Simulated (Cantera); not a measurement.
**Moist CO burnout**

An isothermal, constant-pressure homogeneous reactor starts with 0.570 % CO, 0.252 % O₂, 5.70 % H₂O, 93.5 % N₂, at 900 K and 6.10 bar.

Detailed kinetics in Cantera: GRI-Mech 3.0 (53 species, 325 reactions).

```json
[
 {"t (s)": "5.00e-6", "x CO": "0.00570", "x O₂": "0.00252", "x H₂O": "0.0570", "x NO": "<1e-12", "x H₂O₂": "<1e-12", "x O": "<1e-12", "x HO₂": "<1e-12"},
 {"t (s)": "1.66e-5", "x CO": "0.00570", "x O₂": "0.00252", "x H₂O": "0.0570", "x NO": "<1e-12", "x H₂O₂": "<1e-12", "x O": "<1e-12", "x HO₂": "<1e-12"},
 {"t (s)": "5.52e-5", "x CO": "0.00570", "x O₂": "0.00252", "x H₂O": "0.0570", "x NO": "<1e-12", "x H₂O₂": "<1e-12", "x O": "<1e-12", "x HO₂": "<1e-12"},
 {"t (s)": "0.000183", "x CO": "0.00570", "x O₂": "0.00252", "x H₂O": "0.0570", "x NO": "<1e-12", "x H₂O₂": "<1e-12", "x O": "<1e-12", "x HO₂": "<1e-12"},
 {"t (s)": "0.000610", "x CO": "0.00570", "x O₂": "0.00252", "x H₂O": "0.0570", "x NO": "<1e-12", "x H₂O₂": "<1e-12", "x O": "1.18e-12", "x HO₂": "4.84e-12"},
 {"t (s)": "0.00203", "x CO": "0.00570", "x O₂": "0.00252", "x H₂O": "0.0570", "x NO": "<1e-12", "x H₂O₂": "<1e-12", "x O": "1.23e-12", "x HO₂": "2.08e-11"},
 {"t (s)": "0.00673", "x CO": "0.00570", "x O₂": "0.00252", "x H₂O": "0.0570", "x NO": "<1e-12", "x H₂O₂": "<1e-12", "x O": "1.26e-12", "x HO₂": "7.51e-11"},
 {"t (s)": "0.0224", "x CO": "0.00570", "x O₂": "0.00252", "x H₂O": "0.0570", "x NO": "<1e-12", "x H₂O₂": "<1e-12", "x O": "1.37e-12", "x HO₂": "2.66e-10"},
 {"t (s)": "0.0743", "x CO": "0.00570", "x O₂": "0.00252", "x H₂O": "0.0570", "x NO": "<1e-12", "x H₂O₂": "4.07e-12", "x O": "1.83e-12", "x HO₂": "1.04e-9"},
 {"t (s)": "0.247", "x CO": "0.00570", "x O₂": "0.00252", "x H₂O": "0.0570", "x NO": "<1e-12", "x H₂O₂": "6.42e-11", "x O": "4.83e-12", "x HO₂": "6.06e-9"},
 {"t (s)": "0.820", "x CO": "0.00569", "x O₂": "0.00252", "x H₂O": "0.0570", "x NO": "<1e-12", "x H₂O₂": "1.78e-8", "x O": "7.52e-11", "x HO₂": "1.15e-7"},
 {"t (s)": "2.73", "x CO": "0.00544", "x O₂": "0.00240", "x H₂O": "0.0570", "x NO": "<1e-12", "x H₂O₂": "3.94e-7", "x O": "4.14e-10", "x HO₂": "5.15e-7"},
 {"t (s)": "9.06", "x CO": "0.00446", "x O₂": "0.00191", "x H₂O": "0.0570", "x NO": "<1e-12", "x H₂O₂": "3.25e-7", "x O": "3.33e-10", "x HO₂": "4.67e-7"},
 {"t (s)": "30.1", "x CO": "0.00263", "x O₂": "0.00100", "x H₂O": "0.0571", "x NO": "<1e-12", "x H₂O₂": "1.48e-7", "x O": "1.57e-10", "x HO₂": "3.15e-7"},
 {"t (s)": "100", "x CO": "0.00104", "x O₂": "0.000217", "x H₂O": "0.0571", "x NO": "<1e-12", "x H₂O₂": "2.12e-8", "x O": "2.74e-11", "x HO₂": "1.17e-7"}
]
```
x: mole fraction; the columns are a selection and need not sum to one.

Equilibrium at this temperature and pressure: CO 2.75e-5, O₂ <1e-12, H₂O 0.0565, NO <1e-12, H₂O₂ <1e-12, O <1e-12, HO₂ <1e-12 (gas phase only).
